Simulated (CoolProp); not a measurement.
Saturated liquid density (kg/m³) of R141b: the reference equation beside estimates from Tc = 477.5 K, pc = 4.212 MPa, ω = 0.220. Rackett uses Z = 0.29056 − 0.08775 ω.

The numbers come from the reference Helmholtz-energy equation of state, Lemmon 2006 in CoolProp. It is a short technical equation, of lower accuracy than the large ones.

```tsv
T (K)	reference	Rackett	Peng-Robinson
304.2	1222	1214	1268
317.7	1195	1187	1240
331.1	1168	1160	1209
344.6	1139	1131	1176
358	1109	1100	1141
371.5	1077	1068	1101
385	1043	1034	1058
398.4	1006	998.1	1011
```

Absolute difference from the reference over all 8 rows, mean and median: Rackett 0.8 and 0.7 %, Peng-Robinson 2.7 and 3.1 %.
